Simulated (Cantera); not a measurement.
What does this Cantera script print?

```python
import numpy as np
import cantera as ct

gas = ct.Solution("gri30.yaml")
gas.TPX = 1275, 1200, {'H2': 0.6, 'O2': 1}
inlet = ct.Reservoir(gas, clone=True)

reactor = ct.IdealGasConstPressureReactor(gas, energy="off", clone=False)
exhaust = ct.Reservoir(gas, clone=True)
tau = [0.45, 0.18, 0.069, 0.027, 0.011, 0.0041, 0.0016][0]
for a, b in ((inlet, reactor), (reactor, exhaust)):
    ct.MassFlowController(a, b, mdot=lambda t: reactor.mass / tau)
net = ct.ReactorNet([reactor])
show = ['H2', 'O2', 'H2O2', 'H2O', 'OH']

rows = []
print(f"{'tau/s':>10s}{'T/K':>9s}" + "".join(f"{s:>11s}" for s in show))
for tau in [0.45, 0.18, 0.069, 0.027, 0.011, 0.0041, 0.0016]:
    net.initial_time = 0.0
    net.advance(30 * tau)
    before = gas.X
    net.advance(40 * tau)
    drift = np.max(np.abs(gas.X - before) / (gas.X + 1e-9))
    rows.append([gas.T, *gas[show].X, drift])
    print(f"{tau:10.3e}{gas.T:9.1f}" + "".join(f"{x:11.3e}" for x in gas[show].X))
```

Output:

```
     tau/s      T/K         H2         O2       H2O2        H2O         OH
 4.500e-01   1275.0  3.105e-03  5.317e-01  5.248e-07  4.502e-01  5.808e-03
 1.800e-01   1275.0  5.544e-03  5.269e-01  6.151e-07  4.412e-01  7.787e-03
 6.900e-02   1275.0  9.887e-03  5.181e-01  6.648e-07  4.232e-01  1.039e-02
 2.700e-02   1275.0  1.643e-02  5.037e-01  6.382e-07  3.911e-01  1.326e-02
 1.100e-02   1275.0  2.425e-02  4.849e-01  5.514e-07  3.458e-01  1.571e-02
 4.100e-03   1275.0  3.327e-02  4.670e-01  4.618e-07  2.956e-01  1.745e-02
 1.600e-03   1275.0  4.526e-02  4.621e-01  4.346e-07  2.602e-01  1.864e-02
```

Cantera simulation using GRI-Mech 3.0 (53 species, 325 reactions); the numbers are that mechanism's predictions, not measurements. Radical loss at walls, strong at low pressure, is not modelled. The temperature is held fixed by assumption; the heat of reaction is taken as removed at once.
